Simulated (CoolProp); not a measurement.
R1234ze(Z) at several states: fugacity coefficient from the reference equation and from simpler models built on Tc = 423.3 K, pc = 3531 kPa, ω = 0.327; each cubic takes its own stable root.

Values from CoolProp's reference Helmholtz-energy equation of state, Akasaka 2019.

| T (K) | p (kPa) | phase | reference |
|---|---|---|---|
| 292.5 | 613 | liquid | 0.2269 |
| 428 | 12100 | supercritical | 0.2753 |
| 301.6 | 12.1 | gas | 0.9955 |
| 371.9 | 2730 | liquid | 0.3967 |

Q: How far does each simpler model (Redlich-Kwong, Soave-Redlich-Kwong, Peng-Robinson) lie from the reference over these 4 states: mean and median of the absolute difference, and the worst?

A: 
- Redlich-Kwong: mean 31.0 %, median 18.3 %, worst +87.2 % at 292.5 K and 613 kPa
- Soave-Redlich-Kwong: mean 5.6 %, median 3.9 %, worst +14.4 % at 428 K and 12100 kPa
- Peng-Robinson: mean 2.5 %, median 2.0 %, worst +5.8 % at 428 K and 12100 kPa
